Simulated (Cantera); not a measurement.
A perfectly stirred reactor is fed with CH4 : H2 = 1 : 1.3 (molar parts), at 0.0200 bar; it is held at 1950 K, and followed from long to short residence time.

Detailed kinetics in Cantera: GRI-Mech 3.0 (53 species, 325 reactions). GRI-Mech 3.0 stops at C3 and has no aromatics, soot or wall deposition, so with more carbon than oxygen in the feed, carbon stays in small species such as C2H2 where larger ones or solid carbon would form. Radical loss at walls, strong at low pressure, is not modelled.

Q: What does this change do: temperature 1950 to 1900 K?

A: 
| quantity | before | after |
|---|---|---|
| x(CH4) at τ = 1.30 s | 0.00930 | 0.0137 |
| x(H2) at τ = 1.30 s | 0.837 | 0.836 |
| x(CH3) at τ = 1.30 s | 0.00111 | 0.00117 |
| x(C2H4) at τ = 1.30 s | 5.65e-5 | 8.31e-5 |
| x(H) at τ = 1.30 s | 0.00507 | 0.00357 |
| x(CH4) at τ = 21.0 ms | 0.120 | 0.152 |
| x(H2) at τ = 21.0 ms | 0.763 | 0.743 |
| x(CH3) at τ = 21.0 ms | 0.00797 | 0.00758 |
| x(C2H4) at τ = 21.0 ms | 0.00239 | 0.00326 |
| x(H) at τ = 21.0 ms | 0.00264 | 0.00191 |
